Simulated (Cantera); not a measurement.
**Equilibrium for silicon oxide and oxynitride deposition: SiH2Cl2 + O3 + N2**

Feed: 1 mol SiH2Cl2, a varied amount of O3, 34 mol N2, at 1098.15 K and 225 Torr.

These are equilibrium values from Cantera (NASA tables, ideal gas, pure condensed phases), not measurements of a reactor. Candidate condensed phases: H2O, NH4Cl, Si, SiO2, Si2N2O, Si3N4; 47 gas species. N2 is the only nitrogen source here; it is nearly inert below about 1500 K, so the nitride shown seldom forms there in practice. Mutual solubility and eutectic melting of coexisting phases are not modelled. The tables' values for SiCl3 are old estimates; treat these amounts as uncertain. The numbers say what is thermodynamically allowed, not how fast it happens.

At 0.13 mol O3 the condensed part is Si2N2O(s) + Si3N4(s). From 0.18 mol O3 to 0.58 mol O3 the condensed part is SiO2(β-quartz) + Si2N2O(s). From 0.77 mol O3 to 4.5 mol O3 the condensed part is SiO2(β-quartz).

```json
[
 {"n(O3) (mol)": "0.13", "x N2": "0.948", "x O2": "<1e-12", "x HCl": "0.0389", "x H2": "0.00877", "x H2O": "3.05e-12", "x Cl2": "3.90e-11", "x SiCl4": "0.00437", "n Si2N2O(s)": "0.390", "n Si3N4(s)": "0.0214", "n SiO2(β-quartz)": "0"},
 {"n(O3) (mol)": "0.18", "x N2": "0.944", "x O2": "<1e-12", "x HCl": "0.0533", "x H2": "0.00153", "x H2O": "2.35e-7", "x Cl2": "4.20e-10", "x SiCl4": "0.000762", "n Si2N2O(s)": "0.469", "n Si3N4(s)": "0", "n SiO2(β-quartz)": "0.0357"},
 {"n(O3) (mol)": "0.24", "x N2": "0.945", "x O2": "<1e-12", "x HCl": "0.0532", "x H2": "0.00152", "x H2O": "2.34e-7", "x Cl2": "4.19e-10", "x SiCl4": "0.000761", "n Si2N2O(s)": "0.409", "n Si3N4(s)": "0", "n SiO2(β-quartz)": "0.156"},
 {"n(O3) (mol)": "0.32", "x N2": "0.945", "x O2": "<1e-12", "x HCl": "0.0531", "x H2": "0.00152", "x H2O": "2.34e-7", "x Cl2": "4.18e-10", "x SiCl4": "0.000759", "n Si2N2O(s)": "0.329", "n Si3N4(s)": "0", "n SiO2(β-quartz)": "0.316"},
 {"n(O3) (mol)": "0.43", "x N2": "0.945", "x O2": "<1e-12", "x HCl": "0.0529", "x H2": "0.00151", "x H2O": "2.33e-7", "x Cl2": "4.18e-10", "x SiCl4": "0.000755", "n Si2N2O(s)": "0.219", "n Si3N4(s)": "0", "n SiO2(β-quartz)": "0.536"},
 {"n(O3) (mol)": "0.58", "x N2": "0.945", "x O2": "<1e-12", "x HCl": "0.0527", "x H2": "0.00150", "x H2O": "2.31e-7", "x Cl2": "4.16e-10", "x SiCl4": "0.000751", "n Si2N2O(s)": "0.0687", "n Si3N4(s)": "0", "n SiO2(β-quartz)": "0.836"},
 {"n(O3) (mol)": "0.77", "x N2": "0.942", "x O2": "0.00256", "x HCl": "0.0485", "x H2": "1.57e-10", "x H2O": "0.00346", "x Cl2": "0.00338", "x SiCl4": "2.42e-12", "n Si2N2O(s)": "0", "n Si3N4(s)": "0", "n SiO2(β-quartz)": "1.00"},
 {"n(O3) (mol)": "1", "x N2": "0.934", "x O2": "0.0114", "x HCl": "0.0455", "x H2": "1.01e-10", "x H2O": "0.00470", "x Cl2": "0.00461", "x SiCl4": "1.01e-12", "n Si2N2O(s)": "0", "n Si3N4(s)": "0", "n SiO2(β-quartz)": "1.00"},
 {"n(O3) (mol)": "1.4", "x N2": "0.919", "x O2": "0.0270", "x HCl": "0.0430", "x H2": "7.72e-11", "x H2O": "0.00551", "x Cl2": "0.00541", "x SiCl4": "<1e-12", "n Si2N2O(s)": "0", "n Si3N4(s)": "0", "n SiO2(β-quartz)": "1.00"},
 {"n(O3) (mol)": "1.9", "x N2": "0.901", "x O2": "0.0460", "x HCl": "0.0410", "x H2": "6.43e-11", "x H2O": "0.00600", "x Cl2": "0.00590", "x SiCl4": "<1e-12", "n Si2N2O(s)": "0", "n Si3N4(s)": "0", "n SiO2(β-quartz)": "1.00"},
 {"n(O3) (mol)": "2.5", "x N2": "0.880", "x O2": "0.0680", "x HCl": "0.0391", "x H2": "5.57e-11", "x H2O": "0.00632", "x Cl2": "0.00621", "x SiCl4": "<1e-12", "n Si2N2O(s)": "0", "n Si3N4(s)": "0", "n SiO2(β-quartz)": "1.00"},
 {"n(O3) (mol)": "3.4", "x N2": "0.851", "x O2": "0.0993", "x HCl": "0.0369", "x H2": "4.78e-11", "x H2O": "0.00655", "x Cl2": "0.00644", "x SiCl4": "<1e-12", "n Si2N2O(s)": "0", "n Si3N4(s)": "0", "n SiO2(β-quartz)": "1.00"},
 {"n(O3) (mol)": "4.5", "x N2": "0.817", "x O2": "0.135", "x HCl": "0.0348", "x H2": "4.16e-11", "x H2O": "0.00665", "x Cl2": "0.00654", "x SiCl4": "<1e-12", "n Si2N2O(s)": "0", "n Si3N4(s)": "0", "n SiO2(β-quartz)": "1.00"}
]
```
x: gas mole fraction; n: condensed amount in mol.
